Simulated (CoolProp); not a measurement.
Saturation properties of diethyl ether.

Values from CoolProp's reference Helmholtz-energy equation of state, Thol 2014.

```csv
T (°C),p (MPa),liquid density (kg/m³),vapour density (kg/m³)
92.45,0.5484,620.6,15.58
97.15,0.6127,613.6,17.41
101.85,0.6824,606.4,19.41
106.55,0.7578,599.1,21.60
111.25,0.8393,591.5,24.01
115.95,0.9272,583.7,26.64
120.65,1.022,575.7,29.53
125.35,1.123,567.4,32.71
130.05,1.232,558.8,36.20
134.75,1.348,549.9,40.05
139.55,1.475,540.4,44.41
144.25,1.608,530.6,49.15
148.95,1.750,520.3,54.44
```

It boils at 34.5 °C under 1 atm.
